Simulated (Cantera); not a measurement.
## Adiabatic ignition

An adiabatic, constant-volume homogeneous reactor starts with CH4 : O2 : N2 = 1 : 0.87 : 6.96 (molar parts), at 1075 K and 17300 Torr.

Detailed kinetics in Cantera: GRI-Mech 3.0 (53 species, 325 reactions). The pressure lies above the range GRI-Mech 3.0 was tuned for (to about 10 atm).

```tsv
t (s)	T (K)	P (bar)	x CH4	x O2	x C2H6	x NO2	x NO	x H2O2	x C2H2
5.00e-6	1075	23.0	0.113	0.0985	<1e-12	<1e-12	<1e-12	4.80e-11	<1e-12
1.83e-5	1075	23.0	0.113	0.0985	4.48e-12	<1e-12	<1e-12	6.13e-10	<1e-12
6.71e-5	1075	23.0	0.113	0.0985	2.71e-10	<1e-12	<1e-12	7.01e-9	<1e-12
0.000246	1075	23.0	0.113	0.0985	2.39e-8	<1e-12	<1e-12	5.37e-8	<1e-12
0.000902	1075	23.0	0.113	0.0985	1.01e-6	<1e-12	<1e-12	1.46e-7	<1e-12
0.00330	1075	23.0	0.113	0.0985	7.52e-6	<1e-12	<1e-12	2.50e-7	3.20e-12
0.0121	1077	23.0	0.113	0.0983	6.24e-5	<1e-12	<1e-12	1.13e-6	3.07e-10
0.0444	1910	45.7	0.00257	1.26e-10	5.44e-7	<1e-12	1.54e-8	7.38e-12	0.00138
0.163	1891	45.6	3.44e-5	7.17e-11	9.12e-11	<1e-12	1.24e-8	4.65e-12	1.93e-7
0.596	1891	45.6	7.35e-7	7.14e-11	<1e-12	<1e-12	1.27e-8	4.64e-12	1.14e-10
2.18	1891	45.6	7.35e-7	7.14e-11	<1e-12	<1e-12	1.41e-8	4.64e-12	1.14e-10
8.00	1891	45.6	7.35e-7	7.14e-11	<1e-12	<1e-12	1.90e-8	4.64e-12	1.14e-10
```
x: mole fraction; the columns are a selection and need not sum to one.

- time of steepest temperature rise = 25.3 ms
- temperature at 8.00 s = 1891 K
- equilibrium temperature = 1891 K
- x(CH4) at 8.00 s = 7.35e-7 (gas-phase equilibrium 7.85e-7)
- x(O2) at 8.00 s = 7.14e-11 (gas-phase equilibrium 7.15e-11)
- x(C2H6) at 8.00 s = <1e-12 (gas-phase equilibrium <1e-12)
